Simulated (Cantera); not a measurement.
**Hydrocarbon pyrolysis for carbon deposition**

An isothermal, constant-pressure homogeneous reactor starts with 25.6 % C2H6, 74.4 % N2, at 1575 K and 1.00 bar.

Model: GRI-Mech 3.0 (53 species, 325 reactions), integrated in Cantera. GRI-Mech 3.0 stops at C3 and has no aromatics, soot or wall deposition, so with more carbon than oxygen in the feed, carbon stays in small species such as C2H2 where larger ones or solid carbon would form.

```json
[
 {"t (s)": "0.000800", "x C2H6": "0.000424", "x CH3": "0.000227", "x HCN": "5.73e-8", "x C2H2": "0.0837", "x CH4": "0.0727", "x C2H4": "0.0738"},
 {"t (s)": "0.00145", "x C2H6": "0.000125", "x CH3": "0.000133", "x HCN": "5.66e-8", "x C2H2": "0.0965", "x CH4": "0.0719", "x C2H4": "0.0591"},
 {"t (s)": "0.00263", "x C2H6": "6.58e-5", "x CH3": "0.000105", "x HCN": "5.58e-8", "x C2H2": "0.109", "x CH4": "0.0709", "x C2H4": "0.0442"},
 {"t (s)": "0.00476", "x C2H6": "5.14e-5", "x CH3": "9.84e-5", "x HCN": "5.50e-8", "x C2H2": "0.123", "x CH4": "0.0696", "x C2H4": "0.0280"},
 {"t (s)": "0.00862", "x C2H6": "4.14e-5", "x CH3": "9.40e-5", "x HCN": "5.44e-8", "x C2H2": "0.135", "x CH4": "0.0683", "x C2H4": "0.0141"},
 {"t (s)": "0.0156", "x C2H6": "3.54e-5", "x CH3": "9.08e-5", "x HCN": "5.41e-8", "x C2H2": "0.142", "x CH4": "0.0669", "x C2H4": "0.00694"},
 {"t (s)": "0.0283", "x C2H6": "3.29e-5", "x CH3": "8.84e-5", "x HCN": "5.42e-8", "x C2H2": "0.143", "x CH4": "0.0651", "x C2H4": "0.00547"},
 {"t (s)": "0.0512", "x C2H6": "3.05e-5", "x CH3": "8.50e-5", "x HCN": "5.45e-8", "x C2H2": "0.144", "x CH4": "0.0623", "x C2H4": "0.00547"},
 {"t (s)": "0.0928", "x C2H6": "2.71e-5", "x CH3": "7.96e-5", "x HCN": "5.52e-8", "x C2H2": "0.146", "x CH4": "0.0578", "x C2H4": "0.00558"},
 {"t (s)": "0.168", "x C2H6": "2.25e-5", "x CH3": "7.17e-5", "x HCN": "5.63e-8", "x C2H2": "0.148", "x CH4": "0.0513", "x C2H4": "0.00576"},
 {"t (s)": "0.305", "x C2H6": "1.75e-5", "x CH3": "6.16e-5", "x HCN": "5.83e-8", "x C2H2": "0.150", "x CH4": "0.0430", "x C2H4": "0.00600"},
 {"t (s)": "0.552", "x C2H6": "1.33e-5", "x CH3": "5.11e-5", "x HCN": "6.19e-8", "x C2H2": "0.153", "x CH4": "0.0346", "x C2H4": "0.00626"},
 {"t (s)": "1.00", "x C2H6": "1.09e-5", "x CH3": "4.35e-5", "x HCN": "6.82e-8", "x C2H2": "0.155", "x CH4": "0.0287", "x C2H4": "0.00644"}
]
```
x: mole fraction; the columns are a selection and need not sum to one.

Equilibrium at this temperature and pressure: C2H6 6.83e-6, CH3 3.31e-5, HCN 0.113, C2H2 0.102, CH4 0.0217, C2H4 0.00439 (gas phase only).
